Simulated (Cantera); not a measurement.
**Thermodynamics of silicon nitride deposition, feed SiHCl3 + N2 + H2**

Input: 1 mol SiHCl3, a varied amount of N2, 61 mol H2, held at 6.60e-5 bar.

These are equilibrium values from Cantera (NASA tables, ideal gas, pure condensed phases), not measurements of a reactor. Candidate condensed phases: NH4Cl, Si, Si3N4; 28 gas species. N2 is the only nitrogen source here; it is nearly inert below about 1500 K, so the nitride shown seldom forms there in practice. The tables' values for SiCl3 are old estimates. The numbers say what is thermodynamically allowed, not how fast it happens.

Stable condensed phases:

```
T in K \ n(N2) in mol
         10 12 14 16 19 22 25 29 34 40 46
   2073   A  A  A  A  A  A  A  A  A  A  A
   1973   A  A  A  A  A  A  A  A  A  A  A
   1873   A  A  A  A  A  A  A  A  A  A  A
   1773   A  A  A  A  A  A  A  A  A  A  A
   1673   B  B  B  B  B  B  B  B  B  A  A
   1573   B  B  B  B  B  B  B  B  B  B  B
   1473   B  B  B  B  B  B  B  B  B  B  C
   1373   C  C  C  C  C  C  C  C  C  C  C
   1273   C  C  C  C  C  C  C  C  C  C  C
```

A: gas only; B: Si; C: Si3N4.
